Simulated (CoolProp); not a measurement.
Vapour-liquid equilibrium of R22 (1) + R11 (2) at 294.4 K; x and y are mole fractions of (1).

Values from CoolProp's multi-fluid Helmholtz-energy mixture model, Kamei 1995 and Jacobsen 1992; pair parameters Bell 2016.

### Question
Give the bubble pressure and the first vapour's composition at x = 0.05, 0.5, 0.8. Is there an azeotrope?

### Answer
x = 0.05: 156.0 kPa, y = 0.421; x = 0.5: 558.8 kPa, y = 0.888; x = 0.8: 776.3 kPa, y = 0.958. No azeotrope shows between x = 0.05 and 0.95.

The pair parameters rest on a limited set of measurements; away from them the model extrapolates.
